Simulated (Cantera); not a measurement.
Feed: 1 mol Al, 16 mol NH₃, 2.8 mol H₂, held at 1300 K and 85.0 Pa.

Cantera equilibrium calculation (NASA polynomials, part measured and part estimated; ideal gas, pure solids and liquids). Candidate condensed phases: Al, AlN; 13 gas species. Equilibrium is a limit: real reactors are often held back by kinetics, nucleation or transport.

Base state: H₂ 0.781, N₂ 0.219, H 3.35e-5 (mole fractions); condensed: AlN(s).

### Question
What changes in the equilibrium state with this change: temperature from 1300 K to 1598 K?

### Answer
```tsv
species	before	after
H₂	0.781	0.780
N₂	0.219	0.219
H	3.35e-5	0.00161
Al	2.03e-9	0.000122
AlN(s), mol	1.00	0.996
```
